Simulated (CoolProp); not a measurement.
A closed Brayton cycle with dry air: compressor inlet 327.15 K and 0.22 MPa, high pressure 0.687 MPa, turbine inlet 705 K, compressor efficiency 0.89, turbine efficiency 0.93, recuperator effectiveness 0.95 (on enthalpy, no pinch check). Each further row changes one setting.

The numbers come from the reference Helmholtz-energy equation of state, Lemmon 2000 in CoolProp. It is a pseudo-pure fit of the blend.

| case | thermal efficiency (%) | net work (kJ/kg) | compressor to turbine work | compressor exit (K) | turbine exit (K) |
|---|---|---|---|---|---|
| as stated | 22.7 | 42.7 | 0.77 | 467.3 | 530.2 |
| turbine inlet 655 K | 17.0 | 29.3 | 0.83 | 467.3 | 491.2 |
| compressor inlet 337.15 K | 20.5 | 38.4 | 0.79 | 481.3 | 530.2 |
| high pressure 0.584 MPa | 25.6 | 42.9 | 0.73 | 444.6 | 552.3 |
| recuperator effectiveness 0.5 | 19.6 | 42.7 | 0.77 | 467.3 | 530.2 |
